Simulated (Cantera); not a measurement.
What does this Cantera script print?

```python
import numpy as np
import cantera as ct

gas_names = """
    CL CL2 H HCL H2 Si SiCL SiCL2 SiCL3 SiCL4 SiH SiHCL3 SiH2 SiH2CL2 SiH3 SiH3CL SiH4 Si2 Si3
""".split()
cond_names = """
    Si(cr) Si(L)
""".split()


# ... load() reads the species with a 1 bar reference pressure and builds the phases ...
atoms = {
    'SiH2Cl2': {'Si': 1, 'H': 2, 'CL': 2},
    'HCl': {'H': 1, 'CL': 1},
    'H2': {'H': 2},
}
top_T = {}  # K; cautious upper limits of use, not melting points


# ... equilibrate(T, P, feed) seeds the gas with the atoms and calls Mixture.equilibrate('TP', solver="vcs", rtol=1e-11, max_steps=5000) ...
results = []
feed = {'SiH2Cl2': 1, 'HCl': 4.1, 'H2': 24}  # mol
P = 100000  # Pa
for T in [1373, 1448, 1523, 1598, 1673, 1748, 1823, 1898, 1973, 2048, 2123, 2198, 2273]:
    mix = equilibrate(T, P, feed)
    results.append((T, P, feed, dict(zip(mix.species_names, mix.species_moles))))
    x = sorted(zip(gas.X, gas.species_names), reverse=True)
    print(f"T = {T:g} K  P = {P:g} Pa  gas = {mix.phase_moles(0):.4g} mol")
    print("   x: " + "  ".join(f"{s} {v:.3e}" for v, s in x if v > 0.0001))
    print("   condensed (mol): " + ("  ".join(f"{mix.phase(i).name} {mix.phase_moles(i):.4g}"
          for i in range(1, mix.n_phases) if mix.phase_moles(i) > 1e-12) or "none"))
```

It prints:

```
T = 1373 K  P = 100000 Pa  gas = 29.38 mol
   x: H2 8.666e-01  HCL 9.934e-02  SiCL4 1.395e-02  SiHCL3 7.699e-03  SiCL2 7.113e-03  SiCL3 4.632e-03  SiH2CL2 6.286e-04
   condensed (mol): none
T = 1448 K  P = 100000 Pa  gas = 29.58 mol
   x: H2 8.560e-01  HCL 1.101e-01  SiCL2 1.330e-02  SiCL4 8.604e-03  SiHCL3 5.720e-03  SiCL3 5.580e-03  SiH2CL2 5.882e-04
   condensed (mol): none
T = 1523 K  P = 100000 Pa  gas = 29.76 mol
   x: H2 8.468e-01  HCL 1.196e-01  SiCL2 1.949e-02  SiCL3 5.453e-03  SiCL4 4.557e-03  SiHCL3 3.622e-03  SiH2CL2 4.632e-04
   condensed (mol): none
T = 1598 K  P = 100000 Pa  gas = 29.89 mol
   x: H2 8.403e-01  HCL 1.262e-01  SiCL2 2.426e-02  SiCL3 4.607e-03  SiCL4 2.166e-03  SiHCL3 2.070e-03  SiH2CL2 3.302e-04
   condensed (mol): none
T = 1673 K  P = 100000 Pa  gas = 29.98 mol
   x: H2 8.364e-01  HCL 1.301e-01  SiCL2 2.740e-02  SiCL3 3.594e-03  SiHCL3 1.135e-03  SiCL4 9.836e-04  SiH2CL2 2.257e-04  H 1.042e-04
   condensed (mol): none
T = 1748 K  P = 100000 Pa  gas = 30.03 mol
   x: H2 8.341e-01  HCL 1.323e-01  SiCL2 2.933e-02  SiCL3 2.716e-03  SiHCL3 6.220e-04  SiCL4 4.485e-04  H 2.087e-04  SiH2CL2 1.533e-04
   condensed (mol): none
T = 1823 K  P = 100000 Pa  gas = 30.06 mol
   x: H2 8.327e-01  HCL 1.336e-01  SiCL2 3.051e-02  SiCL3 2.041e-03  H 3.953e-04  SiHCL3 3.489e-04  SiCL4 2.111e-04  SiH2CL2 1.054e-04
   condensed (mol): none
T = 1898 K  P = 100000 Pa  gas = 30.08 mol
   x: H2 8.316e-01  HCL 1.344e-01  SiCL2 3.123e-02  SiCL3 1.546e-03  H 7.128e-04  SiHCL3 2.020e-04  SiCL4 1.036e-04
   condensed (mol): none
T = 1973 K  P = 100000 Pa  gas = 30.1 mol
   x: H2 8.305e-01  HCL 1.349e-01  SiCL2 3.164e-02  H 1.230e-03  SiCL3 1.185e-03  CL 1.493e-04  SiHCL3 1.210e-04
   condensed (mol): none
T = 2048 K  P = 100000 Pa  gas = 30.12 mol
   x: H2 8.292e-01  HCL 1.353e-01  SiCL2 3.181e-02  H 2.039e-03  SiCL3 9.210e-04  CL 2.463e-04  SiCL 1.693e-04
   condensed (mol): none
T = 2123 K  P = 100000 Pa  gas = 30.15 mol
   x: H2 8.275e-01  HCL 1.357e-01  SiCL2 3.176e-02  H 3.264e-03  SiCL3 7.246e-04  CL 3.927e-04  SiCL 2.948e-04  Si 1.162e-04  SiH2 1.160e-04
   condensed (mol): none
T = 2198 K  P = 100000 Pa  gas = 30.19 mol
   x: H2 8.251e-01  HCL 1.362e-01  SiCL2 3.144e-02  H 5.058e-03  CL 6.075e-04  SiCL3 5.760e-04  SiCL 4.890e-04  Si 2.617e-04  SiH2 1.763e-04  SiH 1.056e-04
   condensed (mol): none
T = 2273 K  P = 100000 Pa  gas = 30.25 mol
   x: H2 8.215e-01  HCL 1.369e-01  SiCL2 3.076e-02  H 7.614e-03  CL 9.163e-04  SiCL 7.726e-04  Si 5.484e-04  SiCL3 4.609e-04  SiH2 2.556e-04  SiH 1.917e-04
   condensed (mol): none
```

Cantera equilibrium calculation (NASA polynomials, part measured and part estimated; ideal gas, pure solids and liquids). The tables' values for SiCl3, SiCl are old estimates; treat these amounts as uncertain. Gases not in the tables: Si2H6 and higher silanes.
